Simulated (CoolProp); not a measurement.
Computed with CoolProp (reference Helmholtz-energy equation of state, Gao 2022).

Give the vapour pressure (bar), liquid density (kg/m³), vapour density (kg/m³), enthalpy of vaporisation (kJ/kg) of saturated n-perfluoropentane at 93.65 °C.


```json
[
 {"T (°C)": "93.65", "p (bar)": "6.65", "liquid density (kg/m³)": "1330", "vapour density (kg/m³)": "81.0", "enthalpy of vaporisation (kJ/kg)": "66.6"}
]
```
